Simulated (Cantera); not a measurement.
Input (Python, Cantera) and output of one run.

```python
import numpy as np
import cantera as ct

gas_names = [...]  # 113 gases of nasa_gas.yaml made of C, H, O, Ti
cond_names = """
    C(gr) C6H6(L) C7H8(L) C8H18(L),n-octa H2O(s) H2O(L) Ti(a) Ti(b) Ti(L) TiC(s) TiC(L) TiO(a) TiO(b)
    TiO(L) TiO2(ru) TiO2(L) Ti2O3(a) Ti2O3(b) Ti2O3(L) Ti3O5(a) Ti3O5(b) Ti3O5(L) Ti4O7(s) Ti4O7(L)
""".split()


# ... load() reads the species with a 1 bar reference pressure and builds the phases ...
atoms = {
    'Ti(OiPr)4': {'Ti': 1, 'C': 12, 'H': 28, 'O': 4},
    'CH4': {'C': 1, 'H': 4},
    'H2': {'H': 2},
}
top_T = {'C(gr)': 4500}  # K; cautious upper limits of use, not melting points


# ... equilibrate(T, P, feed) seeds the gas with the atoms and calls Mixture.equilibrate('TP', solver="vcs", rtol=1e-11, max_steps=5000) ...
results = []
feed = {'Ti(OiPr)4': 1, 'CH4': 2.2, 'H2': 2.4}  # mol
T = 1475  # K
for P in [10, 28, 77, 220, 600, 1700, 4600, 13000, 36000, 100000]:
    mix = equilibrate(T, P, feed)
    results.append((T, P, feed, dict(zip(mix.species_names, mix.species_moles))))

top = {s: max(r[3][s] / sum(r[3][g] for g in gas_names) for r in results) for s in gas_names}
cols = sorted((s for s in top if top[s] > 0.001), key=lambda s: -top[s])[:7]
seen = [c for c in cond_names if any(r[3].get(c, 0) > 1e-12 for r in results)]
print("log10 of partial pressures in bar; condensed amounts in mol")
print(f"{'P/Pa':>10s}" + "".join(f"{s[:9]:>10s}" for s in cols + seen))
for T, P, feed, n in results:
    ng = sum(n[g] for g in gas_names)
    print(f"{P:10.4g}" + "".join(f"{np.log10(max(n[s] / ng * P / 1e5, 1e-99)):10.3f}" for s in cols)
          + "".join(f"{n.get(c, 0):10.4g}" for c in seen))
```

It prints:

```
log10 of partial pressures in bar; condensed amounts in mol
      P/Pa        H2        CO       CH4         H     C(gr)    TiC(s)
        10    -4.077    -4.793   -10.691    -6.926       9.2         1
        28    -3.630    -4.345    -9.796    -6.702       9.2         1
        77    -3.190    -3.906    -8.917    -6.482       9.2         1
       220    -2.734    -3.450    -8.005    -6.254       9.2         1
       600    -2.298    -3.014    -7.133    -6.036     9.199         1
      1700    -1.846    -2.562    -6.229    -5.810     9.199         1
      4600    -1.414    -2.130    -5.364    -5.594     9.198         1
   1.3e+04    -0.963    -1.678    -4.462    -5.368     9.194         1
   3.6e+04    -0.521    -1.236    -3.578    -5.147     9.184         1
     1e+05    -0.078    -0.792    -2.692    -4.926     9.157         1
```

Cantera equilibrium calculation (NASA polynomials, part measured and part estimated; ideal gas, pure solids and liquids). The feed counts by its element totals alone. TiC: taken at fixed stoichiometry.
